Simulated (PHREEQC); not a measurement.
Acid mine or pickling water: an equilibrium model

Synthetic water in mg/L, 51 °C, pH 2.8, pe 11:

```csv
constituent,mg/L
Na,92.4
K,5.74
Ca,176
Mg,29.7
Cl,93.7
S(6) as SO4,790
Si as SiO2,0.882
```

Valence states are taken as typed.

Computed with PHREEQC (ion-association model, wateq4f.dat).

Each row changes one thing in this solution. Precipitation was switched off in this run.

| case | ionic strength (mol/kgw) | SO4-2 (mol/kgw) | Ca+2 (mol/kgw) | CaSO4 (mol/kgw) | HSO4- (mol/kgw) | Mg+2 (mol/kgw) | SI of Gypsum (CaSO4:2H2O) | SI of Quartz (SiO2) |
|---|---|---|---|---|---|---|---|---|
| as made | 0.0232 | 0.00538 | 0.00311 | 0.00126 | 0.000985 | 0.000713 | -0.67 | -1.20 |
| Si from 0.882 to 0.441 mg/L | 0.0232 | 0.00538 | 0.00311 | 0.00126 | 0.000985 | 0.000713 | -0.67 | -1.50 |
| temperature from 51 to 75 °C at the same typed pH | ? | 0.00466 | 0.00311 | 0.00126 | ? | 0.000619 | -0.66 | ? |
| all concentrations times 3 at the same typed pH | 0.0612 | 0.0148 | 0.00792 | 0.00521 | 0.00222 | 0.00169 | -0.05 | -0.72 |
| Na from 92.4 to 277 mg/L | 0.0274 | 0.00538 | ? | 0.00119 | ? | 0.000737 | -0.69 | -1.20 |

Task: Complete the blanks.

Result: 
- temperature from 51 to 75 °C at the same typed pH, ionic strength (mol/kgw): 0.0219
- temperature from 51 to 75 °C at the same typed pH, HSO4- (mol/kgw): 0.00161
- temperature from 51 to 75 °C at the same typed pH, SI of Quartz (SiO2): -1.48
- Na from 92.4 to 277 mg/L, Ca+2 (mol/kgw): 0.00319
- Na from 92.4 to 277 mg/L, HSO4- (mol/kgw): 0.000955

Complexes and solids missing from the database can't appear. Away from 25 °C the constants follow the database's enthalpies or fits; those with neither stay at their 25 °C values.
